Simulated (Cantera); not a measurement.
Input: 1 mol FeS2, 0.43 mol O2, 0.95 mol H2O, at 1123 K and 0.150 bar.

Method: chemical equilibrium by Gibbs-energy minimisation in Cantera with the NASA 1993 tables (ideal gas, pure condensed phases). Candidate condensed phases: Fe, FeO, Fe(OH)2, Fe(OH)3, FeS, FeSO4, FeS2, Fe2O3, Fe2(SO4)3, Fe3O4, H2O, H2SO4, S; 22 gas species. FeS: taken at fixed stoichiometry. Gases not in the tables: S3 to S7. Kinetics and transport are ignored.

Base state: H2O 0.527, SO2 0.283, S2 0.136, H2S 0.0419, H2 0.00706, S2O 0.00412, SO 0.000170, SH 6.79e-5 (mole fractions); condensed: FeS(s).

Problem. What changes in the equilibrium state with this change: pressure from 0.150 bar to 18.0 mbar?

Solution. 
```
species        before     after
-----------  --------  --------
H2O             0.527     0.534
SO2             0.283     0.277
S2              0.136     0.147
H2S            0.0419    0.0266
H2            0.00706    0.0125
SO           0.000170  0.000291
S2O           0.00412   0.00253
FeS(s), mol      1.00      1.00
```
